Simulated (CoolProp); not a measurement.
Saturation properties of isobutane.

The numbers come from the reference Helmholtz-energy equation of state, Bücker 2006 in CoolProp.

| T (K) | p (MPa) | liquid cp (kJ/(kg K)) | surface tension (mN/m) | liquid viscosity (µPa s) | vapour viscosity (µPa s) |
|---|---|---|---|---|---|
| 314.1 | (withheld) | 2.542 | 8.25 | 128 | 7.94 |
| 321.3 | 0.6543 | 2.599 | 7.47 | 119 | 8.16 |
| 328.4 | 0.7776 | 2.661 | 6.72 | (withheld) | 8.39 |
| 335.6 | 0.9194 | 2.730 | 5.97 | 103 | 8.64 |
| 342.8 | (withheld) | 2.808 | 5.24 | (withheld) | 8.93 |
| 350 | (withheld) | 2.898 | (withheld) | 88.6 | 9.24 |
| 357.2 | (withheld) | 3.004 | 3.82 | 81.9 | 9.60 |
| 364.4 | 1.682 | 3.135 | 3.15 | 75.4 | 10.0 |

Task: Some entries are withheld; supply them.

Result: 
- 314.1, p (MPa): 0.5446
- 328.4, liquid viscosity (µPa s): 111
- 342.8, p (MPa): 1.079
- 342.8, liquid viscosity (µPa s): 95.6
- 350, p (MPa): 1.259
- 350, surface tension (mN/m): 4.52
- 357.2, p (MPa): 1.459

It boils at 261.4 K under 1 atm.

Viscosity comes from a separate model (Vogel 2000). Surface tension comes from a separate correlation (Mulero 2012).
